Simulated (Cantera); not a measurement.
Input (Python, Cantera) and output of one run.

```python
import numpy as np
import cantera as ct

gas_names = [...]  # 151 gases of nasa_gas.yaml made of C, H, N, O, Si
cond_names = """
    C(gr) C6H6(L) C7H8(L) C8H18(L),n-octa H2O(s) H2O(L) Si(cr) Si(L) SiC(b) SiO2(Lqz) SiO2(hqz) SiO2(L)
    Si2N2O(s) Si3N4(a)
""".split()


# ... load() reads the species with a 1 bar reference pressure and builds the phases ...
atoms = {
    'HMDSO': {'Si': 2, 'C': 6, 'H': 18, 'O': 1},
    'NO': {'N': 1, 'O': 1},
    'N2': {'N': 2},
}
top_T = {'C(gr)': 4500, 'SiC(b)': 3050, 'Si2N2O(s)': 2100, 'Si3N4(a)': 2400}  # K; cautious upper limits of use, not melting points


# ... equilibrate(T, P, feed) seeds the gas with the atoms and calls Mixture.equilibrate('TP', solver="vcs", rtol=1e-11, max_steps=5000) ...
results = []
feed = {'HMDSO': 1, 'NO': 0.13, 'N2': 52}  # mol
T = 1973.15  # K
P = 210  # Pa
mix = equilibrate(T, P, feed)
results.append((T, P, feed, dict(zip(mix.species_names, mix.species_moles))))
print(gas.report(threshold=1e-06))
for i in range(1, mix.n_phases):
    print(f"{mix.phase(i).name:16s} {mix.phase_moles(i):12.5e} mol")
```

It prints:

```
       temperature   1973.2 K
          pressure   210 Pa
           density   0.00030959 kg/m^3
  mean mol. weight   24.186 kg/kmol
   phase of matter   gas

                          1 kg             1 kmol
                     ---------------   ---------------
          enthalpy        2.3173e+06        5.6046e+07  J
   internal energy         1.639e+06         3.964e+07  J
           entropy             12331        2.9825e+05  J/K
    Gibbs function       -2.2015e+07       -5.3244e+08  J
 heat capacity c_p            1473.8             35646  J/K
 heat capacity c_v            1130.1             27332  J/K

                      mass frac. Y      mole frac. X     chem. pot. / RT
                     ---------------   ---------------   ---------------
                CN        8.4626e-06        7.8667e-06            -19.36
                CO          0.020729          0.017899           -44.583
    C2H2,acetylene        9.3842e-05        8.7166e-05           -33.072
              C2N2        2.5163e-06        1.1696e-06           -38.721
                 H        0.00045291          0.010867           -13.799
               HCN         0.0049708         0.0044484            -33.16
               HNC        0.00026887        0.00024061            -33.16
                H2          0.011331           0.13593           -27.599
                N2           0.96085           0.82955           -33.248
                Si        0.00086665        0.00074632           -8.8128
              SiC2        5.8623e-05         2.721e-05           -14.286
               SiH        1.0967e-05        9.1175e-06           -22.612
               SiN        1.5061e-05         8.654e-06           -25.437
               SiO        0.00028525         0.0001565           -50.659
              Si2C        5.1403e-05        1.8234e-05           -20.362
     [ +136 minor]        3.5414e-06         1.797e-06

C(gr)             2.63197e+00 mol
Si(L)             0.00000e+00 mol
SiC(b)            1.93824e+00 mol
SiO2(L)           0.00000e+00 mol
Si2N2O(s)         0.00000e+00 mol
Si3N4(a)          0.00000e+00 mol
```

Equilibrium computed with Cantera from the NASA thermochemical tables; the gas is ideal and each condensed phase is pure. The feed counts by its element totals alone.
